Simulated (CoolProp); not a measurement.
Vapour-liquid equilibrium of CH2F2 (R32) (1) + R134a (2) at 5.35 bar; x and y are mole fractions of (1).

Values from CoolProp's multi-fluid Helmholtz-energy mixture model, Tillner-Roth 1997 and Tillner-Roth 1994; pair parameters Lemmon 2004.

```tsv
x	bubble temperature (°C)	y at the bubble point	dew temperature at overall composition x (°C)	liquid density (mol/L)
0.05	15.5	…	16.8	12.39
0.2	9.2	0.372	13.4	13.36
0.35	3.8	0.563	9.7	…
0.5	-0.7	0.707	5.7	15.61
0.65	-4.7	0.818	1.1	16.96
0.8	-8.3	…	-4.0	…
0.95	-11.4	0.979	-10.1	…
```

Task: What belongs in the gaps?

Result: 
- 0.05, y at the bubble point: 0.109
- 0.35, liquid density (mol/L): 14.42
- 0.8, y at the bubble point: 0.907
- 0.8, liquid density (mol/L): 18.53
- 0.95, liquid density (mol/L): 20.38

No azeotrope shows between x = 0.05 and 0.95.

Pair parameters are fitted to limited data, so mixtures are less certain than the pure fluids.
